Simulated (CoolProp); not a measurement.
Vapour-liquid equilibrium of nitrogen (1) + oxygen (2) at -187.95 °C; x and y are mole fractions of (1).

The numbers come from the multi-fluid Helmholtz-energy mixture model, Span 2000 and Schmidt 1985; pair parameters Gernert 2013 in CoolProp.

| x | bubble pressure (MPa) | y at the bubble point | dew pressure at overall composition x (MPa) | liquid density (mol/L) |
|---|---|---|---|---|
| 0.05 | 0.06902 | 0.195 | 0.06064 | 35.93 |
| 0.125 | 0.08416 | 0.386 | 0.06472 | 35.20 |
| 0.2 | 0.09827 | (withheld) | 0.06936 | 34.48 |
| 0.275 | 0.1117 | (withheld) | (withheld) | 33.78 |
| 0.35 | 0.1245 | 0.678 | 0.08087 | 33.08 |
| 0.425 | 0.1370 | 0.736 | 0.08810 | 32.40 |
| 0.5 | (withheld) | 0.785 | (withheld) | 31.72 |
| 0.575 | 0.1616 | 0.828 | 0.1069 | 31.06 |
| 0.65 | 0.1739 | 0.866 | 0.1193 | 30.41 |
| 0.725 | 0.1863 | 0.899 | 0.1345 | 29.76 |
| 0.8 | (withheld) | 0.930 | 0.1534 | 29.12 |
| 0.875 | 0.2116 | 0.958 | (withheld) | 28.49 |
| 0.95 | 0.2246 | 0.984 | 0.2078 | 27.87 |

Task: Fill in the missing entries.

Result: 
- 0.2, y at the bubble point: 0.513
- 0.275, y at the bubble point: 0.606
- 0.275, dew pressure at overall composition x (MPa): 0.07469
- 0.5, bubble pressure (MPa): 0.1494
- 0.5, dew pressure at overall composition x (MPa): 0.09666
- 0.8, bubble pressure (MPa): 0.1989
- 0.875, dew pressure at overall composition x (MPa): 0.1772

No azeotrope shows between x = 0.05 and 0.95.

The pair parameters rest on a limited set of measurements; away from them the model extrapolates.
